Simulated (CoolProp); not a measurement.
n-nonane along the isobar 1.01 bar: Z from the reference equation and from simpler models built on Tc = 594.5 K, pc = 22.82 bar, ω = 0.443; each cubic takes its own stable root.

Values from CoolProp's reference Helmholtz-energy equation of state, Lemmon 2006. It is a short technical equation, of lower accuracy than the large ones.

```csv
T (K),phase,reference
418.6,liquid,0.006063
435.1,gas,0.9478
451.6,gas,0.9550
468,gas,0.9609
484.5,gas,0.9658
501,gas,0.9699
517.5,gas,0.9735
534,gas,0.9765
550.5,gas,0.9790
567,gas,0.9813
583.5,gas,0.9832
600,gas,0.9849
```

Question: How far does each simpler model (van der Waals, Peng-Robinson) lie from the reference over these 12 states: mean and median of the absolute difference, and the worst?

Answer: 
- van der Waals: mean 1324.9 %, median 0.9 %, worst +15887.1 % at 418.6 K and 1.01 bar
- Peng-Robinson: mean 0.5 %, median 0.1 %, worst +3.7 % at 418.6 K and 1.01 bar

At some of these states van der Waals gives the other phase, because its saturation line lies elsewhere.
